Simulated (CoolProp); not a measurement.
Vapour-liquid equilibrium of propane (1) + R152A (2) at 0.31 MPa; x and y are mole fractions of (1).

The numbers come from the multi-fluid Helmholtz-energy mixture model, Lemmon 2009 and Outcalt 1996; pair parameters Bell 2016 in CoolProp.

```tsv
x	bubble temperature (K)	y at the bubble point	dew temperature at overall composition x (K)	liquid density (mol/L)
0.05	272.1	0.205	276.4	14.34
0.15	264.9	0.434	273.7	14.19
0.25	261.0	0.544	270.8	13.94
0.35	259.0	0.605	267.7	13.68
0.45	257.8	0.644	264.3	13.41
0.55	257.2	0.675	260.8	13.17
0.65	256.8	0.705	257.7	12.96
0.75	256.7	0.743	256.7	12.78
0.85	257.0	0.803	257.5	12.62
0.95	258.4	0.910	259.1	12.47
```

y crosses x between x = 0.65 and 0.75: the model has an azeotrope there.

Pair parameters are fitted to limited data, so mixtures are less certain than the pure fluids.
